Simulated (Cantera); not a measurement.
Standard-state values (1 bar) from the NASA 1993 polynomials, evaluated with Cantera. Values are per mole of reaction as written; species without (g) are pure solids or liquids, kept so even where they would boil at 1 bar.

Cr2O3 + 3 H2O(g) ⇌ 2 CrO3(g) + 3 H2(g), with ΔH° = 1274.8 kJ and ΔS° = 278.0 J/K at 300 K.

Task: How far is the shortcut ΔG° ≈ ΔH°(300 K) − T·ΔS°(300 K) from the full temperature-dependent value at 1000, 1200, 1400, 1600, 1800, 2000, 2200, 2400, 2600, 2800, 3000 K?

Result: 
| T (K) | shortcut (kJ) | full (kJ) | difference (kJ) | difference in log10 K | condensed phases |
|---|---|---|---|---|---|
| 1000 | 996.8 | 998.0 | -1.3 | 0.07 | Cr2O3(s) |
| 1200 | 941.2 | 942.8 | -1.6 | 0.07 | Cr2O3(s) |
| 1400 | 885.6 | 887.7 | -2.2 | 0.08 | Cr2O3(s) |
| 1600 | 830.0 | 833.1 | -3.1 | 0.10 | Cr2O3(s) |
| 1800 | 774.3 | 778.9 | -4.5 | 0.13 | Cr2O3(s) |
| 2000 | 718.7 | 725.1 | -6.4 | 0.17 | Cr2O3(s) |
| 2200 | 663.1 | 671.9 | -8.8 | 0.21 | Cr2O3(s) |
| 2400 | 607.5 | 619.2 | -11.7 | 0.25 | Cr2O3(s) |
| 2600 | 551.9 | 567.1 | -15.2 | 0.31 | Cr2O3(s) |
| 2800 | 496.3 | 525.5 | -29.1 | 0.54 | Cr2O3(l) |
| 3000 | 440.7 | 484.7 | -44.0 | 0.77 | Cr2O3(l) |
The shortcut ignores heat capacities and the phase changes listed.
